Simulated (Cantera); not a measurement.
## Equilibrium for hydrogen reduction and annealing atmospheres: TiO₂ + H₂ + H₂O

Feed: 1 mol TiO₂, 2500 mol H₂, a varied amount of H₂O, equilibrated at 0.00530 bar.

Equilibrium computed with Cantera from the NASA thermochemical tables; the gas is ideal and each condensed phase is pure. Candidate condensed phases: H₂O, Ti, TiO, TiO₂, Ti₂O₃, Ti₃O₅, Ti₄O₇; 12 gas species. Mutual solubility and eutectic melting of coexisting phases are not modelled. Condensed phases not in the tables: Magnéli phases beyond Ti₄O₇. Equilibrium is a limit: real reactors are often held back by kinetics, nucleation or transport.

Stable condensed phases:

```
T in K \ n(H₂O) in mol
         0.41  1.5  2.6  3.7  4.8  5.9    7
   2200     A    A    A    A    A    A    A
   2100     A    A    A    B    B    B    C
   2000     B    B    B    B    B    B    B
   1900     B    B    B    B    B    C    C
   1800     B    B    B    C    C    C    C
   1700     B    B    C    C    C    C    C
   1600     B    C    C    C    C    C    C
   1500     D    C    C    C    C    C    C
   1400     C    C    C    C    E    E    E
   1300     C    E    E    E    E    E    E
   1200     E    E    F    G    G    G    G
   1100     E    G    G    G    G    G    G
   1000     G    G    G    G    G    G    G
```

A: gas only; B: Ti₂O₃; C: Ti₃O₅; D: Ti₂O₃ + Ti₃O₅; E: Ti₄O₇; F: TiO₂ + Ti₄O₇; G: TiO₂.
